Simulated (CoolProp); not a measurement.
Vapour pressure (bar) of normal hydrogen: the reference equation beside estimates from Tc = -240.0 °C, pc = 12.96 bar, ω = -0.219.

Model: reference Helmholtz-energy equation of state, Leachman 2009, in CoolProp.

```
T (°C)   reference  Lee-Kesler  Soave-Redlich-Kwong  Peng-Robinson
-------  ---------  ----------  -------------------  -------------
-247.25      3.862       3.861                3.933          3.997
-246.75      4.262       4.260                4.348          4.409
-246.35      4.602       4.599                4.700          4.758
-245.85      5.053       5.050                5.166          5.219
-245.45      5.436       5.432                5.559          5.609
-244.95      5.942       5.937                6.078          6.123
-244.55      6.371       6.365                6.516          6.556
-244.05      6.936       6.931                7.090          7.126
-243.65      7.414       7.409                7.573          7.604
-243.15      8.043       8.039                8.205          8.231
-242.75      8.574       8.571                8.735          8.756
-242.25      9.272       9.272                9.427          9.443
-241.85      9.860       9.862                10.01          10.02
-241.35      10.63       10.64                10.76          10.77
-240.95      11.29       11.29                11.39          11.39
```

Absolute difference from the reference over all 15 rows, mean and median: Lee-Kesler 0.1 and 0.1 %, Soave-Redlich-Kwong 1.9 and 2.0 %, Peng-Robinson 2.5 and 2.7 %.
